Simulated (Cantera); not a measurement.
Cantera run:

```python
import numpy as np
import cantera as ct

gas_names = """
    Fe FeO Fe(OH)2 H HO2 H2 H2O H2O2 O OH O2 O3
""".split()
cond_names = """
    Fe(a) Fe(c) Fe(d) Fe(L) FeO(s) FeO(L) Fe(OH)2(s) Fe(OH)3(s) Fe2O3(s) Fe3O4(s) H2O(s) H2O(L)
""".split()


# ... load() reads the species with a 1 bar reference pressure and builds the phases ...
atoms = {
    'Fe3O4': {'Fe': 3, 'O': 4},
    'H2': {'H': 2},
    'H2O': {'H': 2, 'O': 1},
}
top_T = {'Fe2O3(s)': 1830, 'Fe3O4(s)': 1870}  # K; cautious upper limits of use, not melting points


# ... equilibrate(T, P, feed) seeds the gas with the atoms and calls Mixture.equilibrate('TP', solver="vcs", rtol=1e-11, max_steps=5000) ...
results = []
feed = {'Fe3O4': 1, 'H2': 52, 'H2O': 6.4}  # mol
T = 2075  # K
P = 890000  # Pa
mix = equilibrate(T, P, feed)
results.append((T, P, feed, dict(zip(mix.species_names, mix.species_moles))))
x = sorted(zip(gas.X, gas.species_names), reverse=True)
print(f"T = {T:g} K  P = {P:g} Pa  gas = {mix.phase_moles(0):.4g} mol")
print("   x: " + "  ".join(f"{s} {v:.3e}" for v, s in x if v > 0.0001))
print("   condensed (mol): " + ("  ".join(f"{mix.phase(i).name} {mix.phase_moles(i):.4g}"
      for i in range(1, mix.n_phases) if mix.phase_moles(i) > 1e-12) or "none"))
```

Output:

```
T = 2075 K  P = 890000 Pa  gas = 58.43 mol
   x: H2 8.212e-01  H2O 1.779e-01  H 8.091e-04
   condensed (mol): Fe(L) 2.992
```

Method: chemical equilibrium by Gibbs-energy minimisation in Cantera with the NASA 1993 tables (ideal gas, pure condensed phases).
